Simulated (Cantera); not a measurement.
A perfectly stirred reactor is fed with CO : H2 : CH4 : O2 : N2 : H2O : CO2 = 1 : 0.33 : 0.087 : 0.839 : 4.87 : 0.34 : 0.053 (molar parts), equivalence ratio 1.0, at 2.20 bar; it is adiabatic with a 450 K inlet, and is followed from long to short residence time, starting on the burning branch (τ in s: 0.05, 0.024, 0.011, 0.0053, 0.0025, 0.0012, 0.00057, 0.00027, 0.00013, 6.1e-05, 2.9e-05).

Detailed kinetics in Cantera: GRI-Mech 3.0 (53 species, 325 reactions).

Task: Predict: blow-out, bracketed by the residence times tried; x(CO) at τ = 50.0 ms; x(H2) at τ = 50.0 ms; x(CH4) at τ = 50.0 ms; x(NO) at τ = 50.0 ms; x(H2O) at τ = 50.0 ms; x(CO) at τ = 1.20 ms; x(H2) at τ = 1.20 ms; x(CH4) at τ = 1.20 ms; x(NO) at τ = 1.20 ms; x(H2O) at τ = 1.20 ms.

Result: blow-out, bracketed by the residence times tried: burning at 0.130 ms, out at 61.0 µs
x(CO) at τ = 50.0 ms: 0.0101
x(H2) at τ = 50.0 ms: 0.00164
x(CH4) at τ = 50.0 ms: 1.28e-6
x(NO) at τ = 50.0 ms: 0.000155
x(H2O) at τ = 50.0 ms: 0.120
x(CO) at τ = 1.20 ms: 0.0271
x(H2) at τ = 1.20 ms: 0.00489
x(CH4) at τ = 1.20 ms: 1.59e-5
x(NO) at τ = 1.20 ms: 4.03e-5
x(H2O) at τ = 1.20 ms: 0.113
